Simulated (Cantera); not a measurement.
A closed system holds: 1 mol Fe₂O₃, a varied amount of CO, equilibrated at 2648 K and 8.00 mbar.

Cantera equilibrium calculation (NASA polynomials, part measured and part estimated; ideal gas, pure solids and liquids). Candidate condensed phases: C, Fe, Fe(CO)₅, FeO, Fe₂O₃, Fe₃O₄; 15 gas species. Kinetics and transport are ignored.

Q: At 7.8 mol CO, list the 6 most abundant gas species with their mole fractions, and the condensed phases.

A: CO 0.590, Fe 0.169, CO₂ 0.129, O 0.0609, O₂ 0.0356, FeO 0.0155. Condensed: gas only.
